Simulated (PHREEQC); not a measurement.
Copper plating or etch bath: speciation

Consider water at 90 °C with 0.22 mol/kgw Cu(NO3)2 and 0.0024 mol/kgw H2SO4. Closed to the air; pH follows from the charge balance.

Computed with PHREEQC (ion-association model, wateq4f.dat).

No solid was allowed to form.

**Question.** Estimate the pH.

**Answer.** pH 2.49.

**Question.** In which forms is S present?

**Answer.** CuSO4 53 %, SO4-2 33 %, HSO4- 14 % of the S.

Complexes and solids missing from the database can't appear. Away from 25 °C the constants follow the database's enthalpies or fits; those with neither stay at their 25 °C values.
